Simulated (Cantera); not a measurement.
Feed: 1 mol Fe2O3, 0.11 mol O2, 4.6 mol CO2, held at 1823 K and 17.0 bar.

Equilibrium computed with Cantera from the NASA thermochemical tables; the gas is ideal and each condensed phase is pure. Candidate condensed phases: C, Fe, Fe(CO)5, FeO, Fe2O3, Fe3O4; 15 gas species. The numbers say what is thermodynamically allowed, not how fast it happens.

Base state: CO2 0.943, O2 0.0568, CO 0.000250 (mole fractions); condensed: Fe3O4(s).

Question: What changes in the equilibrium state with this change: 0.029 mol NH3 added?

Answer: 
```csv
species,before,after
CO2,0.943,0.936
O2,0.0568,0.0519
H2O,0,0.00881
N2,0,0.00288
NO,0,0.000135
OH,0,8.15e-5
CO,0.000250,0.000259
"Fe3O4(s), mol",0.667,0.667
```
Further candidate phases: C6H6, C7H8, C8H18, Fe(OH)2, Fe(OH)3, H2O.

Question: What changes in the equilibrium state with this change: temperature from 1823 K to 1023 K?

Answer: 
```csv
species,before,after
CO2,0.943,0.977
O2,0.0568,0.0234
CO,0.000250,<1e-9
"Fe3O4(s), mol",0.667,0
"Fe2O3(s), mol",0,1.00
```
